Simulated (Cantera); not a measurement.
A freely propagating, adiabatic, planar premixed flame of H₂ : O₂ : N₂ = 1 : 0.417 : 1.57 (molar parts), unburnt at 573 K and 10.0 bar; multicomponent transport, grid criteria slope 0.08 and curve 0.16, no radiation.

Computed with Cantera and the H2/O2 subset of GRI-Mech 3.0, which has no nitrogen chemistry. The hydrogen kinetics of GRI-Mech 3.0 are dated; newer H2 mechanisms differ, most at raised pressure. Burning velocities carry a grid error of a few per cent, more on coarse grids.

Predict: laminar burning velocity; thermal thickness; peak x(H₂O₂); peak x(H); peak x(HO₂).


- laminar burning velocity = 674 cm/s
- thermal thickness = 0.0239 mm
- peak x(H₂O₂) = 0.000127
- peak x(H) = 0.0324
- peak x(HO₂) = 0.00146
